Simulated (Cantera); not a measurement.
## Diamond growth

A diamond (100) surface in a fixed gas of H2 with x(CH4) = 0.0068, x(H) = 0.0013, x(CH3) = 0.00057, 11000 Pa; coverages are run to steady state.

Model: the Harris–Goodwin 1993 mechanism for the reconstructed diamond (100) surface, integrated in Cantera.

```
T (K)  growth (µm/h)  θ c6HH   θ c6H*  θ c6*H   θ c6**    θ c6HM
-----  -------------  ------  -------  ------  -------  --------
900             13.1   0.482  0.00723   0.202  0.00268     0.246
975             20.4   0.471   0.0121   0.266  0.00528     0.184
1050            26.0   0.461   0.0186   0.333  0.00932     0.123
1125            22.3   0.459   0.0272   0.407   0.0151    0.0583
1200            13.0   0.445   0.0363   0.465   0.0217    0.0172
1275            8.53   0.421   0.0444   0.495   0.0278   0.00407
1350            7.38   0.400   0.0517   0.509   0.0330  0.000947
```
θ: site fractions in the mechanism's names (c6HH fully hydrogenated, c6H* and c6*H radical sites, c6** diradical, c6HM methylated).
